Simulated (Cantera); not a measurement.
A freely propagating, adiabatic, planar premixed flame of H₂ : O₂ : N₂ = 1 : 0.641 : 2.41 (molar parts), unburnt at 375 K and 1000000 Pa; mixture-averaged transport, grid criteria slope 0.08 and curve 0.16, no radiation.

Cantera simulation using the H2/O2 subset of GRI-Mech 3.0, which has no nitrogen chemistry; the numbers are that mechanism's predictions, not measurements. The hydrogen kinetics of GRI-Mech 3.0 are dated; newer H2 mechanisms differ, most at raised pressure. Burning velocities carry a grid error of a few per cent, more on coarse grids.

Predict: laminar burning velocity; thermal thickness; peak x(H₂O₂); peak x(H); peak x(O); peak x(OH).


| Item | Value |
|---|---|
| laminar burning velocity | 100 cm/s |
| thermal thickness | 0.0323 mm |
| peak x(H₂O₂) | 0.000324 |
| peak x(H) | 0.00380 |
| peak x(O) | 0.00258 |
| peak x(OH) | 0.00814 |
